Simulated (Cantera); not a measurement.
A perfectly stirred reactor is fed with C₂H₆ : N₂ = 1 : 4.6 (molar parts), at 0.132 atm; it is held at 1450 K, and followed from long to short residence time.

Cantera simulation using GRI-Mech 3.0 (53 species, 325 reactions); the numbers are that mechanism's predictions, not measurements. GRI-Mech 3.0 stops at C3 and has no aromatics, soot or wall deposition, so with more carbon than oxygen in the feed, carbon stays in small species such as C2H2 where larger ones or solid carbon would form.

Problem. What does this change do: N2 4.6 to 1.4 parts?

Solution. 
```tsv
quantity	before	after
x(C₂H₆) at τ = 24.0 s	2.81e-5	4.74e-5
x(C₂H₄) at τ = 24.0 s	0.00198	0.00569
x(HCN) at τ = 24.0 s	4.01e-8	1.26e-8
x(C₂H₂) at τ = 24.0 s	0.121	0.209
x(H) at τ = 24.0 s	1.97e-5	2.33e-5
x(C₂H₆) at τ = 0.130 s	0.00161	0.00262
x(C₂H₄) at τ = 0.130 s	0.0114	0.0235
x(HCN) at τ = 0.130 s	2.95e-8	8.26e-9
x(C₂H₂) at τ = 0.130 s	0.104	0.184
x(H) at τ = 0.130 s	6.87e-5	8.02e-5
```

Problem. What does this change do: pressure from 0.132 atm to 0.0138 atm?

Solution. 
```json
[
 {"quantity": "x(C₂H₆) at τ = 24.0 s", "before": "2.81e-5", "after": "5.16e-5"},
 {"quantity": "x(C₂H₄) at τ = 24.0 s", "before": "0.00198", "after": "0.000593"},
 {"quantity": "x(HCN) at τ = 24.0 s", "before": "4.01e-8", "after": "5.62e-7"},
 {"quantity": "x(C₂H₂) at τ = 24.0 s", "before": "0.121", "after": "0.124"},
 {"quantity": "x(H) at τ = 24.0 s", "before": "1.97e-5", "after": "0.000105"},
 {"quantity": "x(C₂H₆) at τ = 0.130 s", "before": "0.00161", "after": "0.00532"},
 {"quantity": "x(C₂H₄) at τ = 0.130 s", "before": "0.0114", "after": "0.0228"},
 {"quantity": "x(HCN) at τ = 0.130 s", "before": "2.95e-8", "after": "1.25e-7"},
 {"quantity": "x(C₂H₂) at τ = 0.130 s", "before": "0.104", "after": "0.0835"},
 {"quantity": "x(H) at τ = 0.130 s", "before": "6.87e-5", "after": "0.000189"}
]
```
Radical loss at walls, strong at low pressure, is not modelled.

Problem. What does this change do: temperature 1450 to 1623 K?

Solution. 
```tsv
quantity	before	after
x(C₂H₆) at τ = 24.0 s	2.81e-5	2.84e-6
x(C₂H₄) at τ = 24.0 s	0.00198	0.000412
x(HCN) at τ = 24.0 s	4.01e-8	4.11e-6
x(C₂H₂) at τ = 24.0 s	0.121	0.128
x(H) at τ = 24.0 s	1.97e-5	0.000108
x(C₂H₆) at τ = 0.130 s	0.00161	0.000286
x(C₂H₄) at τ = 0.130 s	0.0114	0.00190
x(HCN) at τ = 0.130 s	2.95e-8	1.39e-6
x(C₂H₂) at τ = 0.130 s	0.104	0.118
x(H) at τ = 0.130 s	6.87e-5	0.000238
```
